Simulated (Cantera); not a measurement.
Cantera with NASA thermochemical tables; ideal gases at 1 bar, condensed phases pure. Values are per mole of reaction as written; species without (g) are pure solids or liquids, kept so even where they would boil at 1 bar.

### Question
Between 873 and 1273 K, where is each reaction favourable under standard conditions?
- 2 H2O(g) + 2 K → H2(g) + 2 KOH(g)

### Answer
- 2 H2O(g) + 2 K → H2(g) + 2 KOH(g): ΔG° is -58 kJ at 873 K and -91 kJ at 1273 K; it stays negative (K > 1). ΔH° is 11 kJ and ΔS° 80 J/K at 1273 K.
